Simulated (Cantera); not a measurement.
A closed system holds: 1 mol Si, 5 mol F2, 3.1 mol N2, held at 1373 K and 4.70 Pa.

These are equilibrium values from Cantera (NASA tables, ideal gas, pure condensed phases), not measurements of a reactor. Candidate condensed phases: Si, Si3N4; 16 gas species. Rates play no part.

Task: What is the equilibrium state?

Result: 
* **x(F)**: 0.594
* **x(N2)**: 0.307
* **x(SiF4)**: 0.0990
* **x(F2)**: 7.69e-6
* **gas amount**: 10.10 mol
* **log10 activity of Si(s) (absent)**: -40.38
